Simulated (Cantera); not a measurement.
# Gas-phase reforming

An isothermal, constant-pressure homogeneous reactor starts with CH4 : CO2 = 1 : 1 (molar parts), at 1875 K and 4.20 bar.

Computed with Cantera and GRI-Mech 3.0 (53 species, 325 reactions).

```csv
t (s),x CH4,x CO2,x H2,x CH2CO,x CO
5.00e-5,0.415,0.478,0.0646,8.82e-7,0.00393
0.000264,0.229,0.376,0.228,2.64e-5,0.0403
0.00139,0.0692,0.172,0.259,0.000108,0.193
0.00734,0.0228,0.0578,0.281,9.75e-5,0.328
0.0387,0.0148,0.0270,0.383,2.38e-5,0.417
0.204,0.00722,0.00850,0.459,3.54e-6,0.474
1.08,0.00305,0.00204,0.488,7.40e-7,0.494
5.69,0.00117,0.000448,0.497,2.47e-7,0.499
30.0,0.000448,0.000121,0.499,9.34e-8,0.500
```
x: mole fraction; the columns are a selection and need not sum to one.

Equilibrium at this temperature and pressure: CH4 0.000353, CO2 8.98e-5, H2 0.499, CH2CO 7.35e-8, CO 0.500 (gas phase only).
